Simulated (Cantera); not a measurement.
# Reactions in the system C-Ca-H-S

Standard-state values (1 bar) from the NASA 1993 polynomials, evaluated with Cantera. Values are per mole of reaction as written; species without (g) are pure solids or liquids, kept so even where they would boil at 1 bar.

CH₄(g) + 2 CaS → 2 Ca(g) + C + 2 H₂S(g)

```csv
T (K),ΔH° (kJ),ΔS° (J/K),ΔG° (kJ),log10 K
1573,1303.8,391.1,688.6,-22.86
1723,1298.3,387.8,630.2,-19.10
1873,1292.7,384.6,572.2,-15.96
2023,1286.7,381.6,514.8,-13.29
2173,1280.5,378.6,457.7,-11.00
```
